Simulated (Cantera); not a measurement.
An isothermal, constant-pressure homogeneous reactor starts with H₂ : O₂ : N₂ = 0.23 : 1 : 0.42 (molar parts), equivalence ratio 0.12, at 950 K and 0.0188 atm.

Model: GRI-Mech 3.0 (53 species, 325 reactions), integrated in Cantera. Radical loss at walls, strong at low pressure, is not modelled. The temperature is held fixed by assumption; the heat of reaction is taken as removed at once.

x: mole fraction; the columns are a selection and need not sum to one.

```tsv
t (s)	x H₂	x O₂	x OH	x H₂O	x N₂O	x HO₂
6.00e-5	0.139	0.606	1.32e-12	1.11e-12	<1e-12	1.67e-11
0.000163	0.139	0.606	6.09e-12	1.45e-11	<1e-12	4.58e-11
0.000445	0.139	0.606	3.74e-11	2.09e-10	<1e-12	1.30e-10
0.00121	0.139	0.606	1.14e-9	9.66e-9	<1e-12	5.97e-10
0.00330	0.139	0.606	7.84e-6	6.84e-5	<1e-12	1.62e-6
0.00899	___	0.565	___	___	6.73e-10	___
0.0245	0.000584	0.576	0.000446	0.149	1.33e-9	9.52e-6
0.0667	7.93e-5	0.576	0.000123	0.150	1.51e-9	2.83e-6
0.182	1.17e-5	0.577	4.81e-5	0.150	1.57e-9	6.56e-7
0.495	1.49e-6	0.577	2.12e-5	0.150	1.60e-9	1.43e-7
1.35	1.79e-7	0.577	1.02e-5	0.150	1.61e-9	3.48e-8
3.67	3.11e-8	0.577	5.37e-6	0.150	1.62e-9	1.00e-8
10.0	___	0.577	___	0.150	1.63e-9	___
```

Question: Complete the blanks.

Answer: 
- 0.00899, x H₂: 0.00611
- 0.00899, x OH: 0.00252
- 0.00899, x H₂O: 0.130
- 0.00899, x HO₂: 1.59e-5
- 10.0, x H₂: 8.19e-9
- 10.0, x OH: 2.99e-6
- 10.0, x HO₂: 3.25e-9
